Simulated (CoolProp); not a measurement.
Vapour-liquid equilibrium of propylene (1) + dimethyl ether (2) at -81.85 °C; x and y are mole fractions of (1).

Values from CoolProp's multi-fluid Helmholtz-energy mixture model, Lemmon 2013 and Wu 2011; pair parameters Bell 2016.

```tsv
x	bubble pressure, mixture model (bar)	bubble pressure, Raoult's law (bar)	y, mixture model	y, Raoult's law
0.05	0.04392	0.04081	0.246	0.190
0.2	0.06826	0.05879	0.586	0.526
0.35	0.08862	0.07678	0.733	0.705
0.5	0.1059	0.09476	0.819	0.816
0.65	0.1212	0.1127	0.880	0.892
0.8	0.1355	0.1307	0.932	0.947
0.95	0.1498	0.1487	0.982	0.988
```

The largest gap from Raoult's law is +16.1 % in bubble pressure, at x = 0.2. No azeotrope shows between x = 0.05 and 0.95.

Pair parameters are fitted to limited data, so mixtures are less certain than the pure fluids.
